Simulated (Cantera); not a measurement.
A closed system holds: 1 mol SiCl4, 15 mol N2, a varied amount of H2, at 677 °C and 0.100 bar.

Method: chemical equilibrium by Gibbs-energy minimisation in Cantera with the NASA 1993 tables (ideal gas, pure condensed phases). Candidate condensed phases: NH4Cl, Si, Si3N4; 28 gas species. N2 is the only nitrogen source here; it is nearly inert below about 1500 K, so the nitride shown seldom forms there in practice. Rates play no part.

log p: log10 of the partial pressure in bar; n: condensed amount in mol.

| n(H2) (mol) | log p N2 | log p H2 | log p HCl | log p SiCl4 | log p SiHCl3 | log p NH3 | log p SiCl3 | n Si3N4(s) |
|---|---|---|---|---|---|---|---|---|
| 0.19 | -1.04 | -4.07 | -2.66 | -2.25 | -6.00 | -9.71 | -6.01 | … |
| 0.46 | -1.05 | -3.37 | -2.33 | -2.31 | -5.69 | -8.65 | -6.06 | … |
| 1.1 | -1.07 | -2.73 | -2.05 | -2.45 | -5.47 | -7.71 | -6.16 | … |
| 2.7 | -1.11 | -2.15 | -1.84 | -2.77 | -5.41 | -6.86 | -6.39 | … |
| 6.5 | -1.20 | -1.69 | -1.79 | -3.43 | -5.66 | -6.22 | -6.87 | 0.305 |
| 16 | -1.35 | -1.36 | -1.91 | -4.45 | -6.24 | -5.80 | -7.61 | 0.329 |
| 38 | -1.58 | -1.18 | -2.13 | -5.55 | -6.94 | -5.64 | -8.40 | 0.333 |

**Question.** Fill in the missing entries.

**Answer.** 
- 0.19, n Si3N4(s): 0.0293
- 0.46, n Si3N4(s): 0.0647
- 1.1, n Si3N4(s): 0.129
- 2.7, n Si3N4(s): 0.226
